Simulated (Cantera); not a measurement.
A Cantera script and its output.

```python
import numpy as np
import cantera as ct

gas = ct.Solution("gri30.yaml")
gas.TPX = 1475, 29000, {'CH4': 1, 'H2O': 1.2, 'H2': 0.33}
reactor = ct.IdealGasConstPressureReactor(gas, energy="off", clone=False)
net = ct.ReactorNet([reactor])
net.rtol, net.atol = 1e-08, 1e-18
show = ['CH4', 'H2O', 'H2', 'O', 'CH3', 'C2H4']
times = np.geomspace(0.0006, 2, 13)

steps = ct.SolutionArray(gas, extra=["t"])
rows = []
print(f"{'t/s':>10s}{'T/K':>9s}{'P/Pa':>11s}" + "".join(f"{s:>11s}" for s in show))
for t in times:
    while net.time < t:
        t_next = net.step()
        steps.append(gas.state, t=t_next)
    rows.append([np.interp(t, steps.t, y) for y in (steps.T, steps.P, *steps(*show).X.T)])
    print(f"{t:10.3e}{rows[-1][0]:9.1f}{rows[-1][1]:11.4g}" + "".join(f"{x:11.3e}" for x in rows[-1][2:]))
rate = np.gradient(steps.T, steps.t)
print("integrator steps:", len(steps.t))
if steps.T.max() > steps.T[0] + 200:
    print(f"time of steepest temperature rise: {steps.t[rate.argmax()]:.4e} s")
gas.TPX = 1475, 29000, {'CH4': 1, 'H2O': 1.2, 'H2': 0.33}
gas.equilibrate("TP")
print(f"equilibrium (TP): T = {gas.T:.1f} K  " + "  ".join(f"{s} {gas[s].X[0]:.3e}" for s in show))
```

Output:

```
       t/s      T/K       P/Pa        CH4        H2O         H2          O        CH3       C2H4
 6.000e-04   1475.0    2.9e+04  3.952e-01  4.743e-01  1.305e-01  9.480e-13  7.413e-05  1.113e-06
 1.180e-03   1475.0    2.9e+04  3.951e-01  4.743e-01  1.305e-01  2.011e-12  1.082e-04  6.078e-06
 2.319e-03   1475.0    2.9e+04  3.948e-01  4.743e-01  1.306e-01  3.104e-12  1.346e-04  2.558e-05
 4.559e-03   1475.0    2.9e+04  3.944e-01  4.742e-01  1.309e-01  4.604e-12  1.641e-04  9.476e-05
 8.963e-03   1475.0    2.9e+04  3.935e-01  4.741e-01  1.316e-01  6.574e-12  1.963e-04  3.251e-04
 1.762e-02   1475.0    2.9e+04  3.913e-01  4.736e-01  1.332e-01  8.070e-12  2.175e-04  9.261e-04
 3.464e-02   1475.0    2.9e+04  3.868e-01  4.724e-01  1.371e-01  8.314e-12  2.207e-04  1.930e-03
 6.810e-02   1475.0    2.9e+04  3.779e-01  4.697e-01  1.456e-01  7.848e-12  2.147e-04  2.865e-03
 1.339e-01   1475.0    2.9e+04  3.611e-01  4.639e-01  1.621e-01  6.974e-12  2.031e-04  3.153e-03
 2.632e-01   1475.0    2.9e+04  3.322e-01  4.536e-01  1.909e-01  5.771e-12  1.843e-04  2.919e-03
 5.175e-01   1475.0    2.9e+04  2.876e-01  4.376e-01  2.354e-01  4.486e-12  1.580e-04  2.719e-03
 1.017e+00   1475.0    2.9e+04  2.280e-01  4.150e-01  2.957e-01  3.411e-12  1.258e-04  2.887e-03
 2.000e+00   1475.0    2.9e+04  1.615e-01  3.866e-01  3.653e-01  2.722e-12  9.212e-05  3.544e-03
integrator steps: 812
equilibrium (TP): T = 1475.0 K  CH4 1.091e-06  H2O 3.950e-02  H2 7.397e-01  O 7.211e-13  CH3 6.208e-10  C2H4 2.198e-12
```

Detailed kinetics in Cantera: GRI-Mech 3.0 (53 species, 325 reactions).
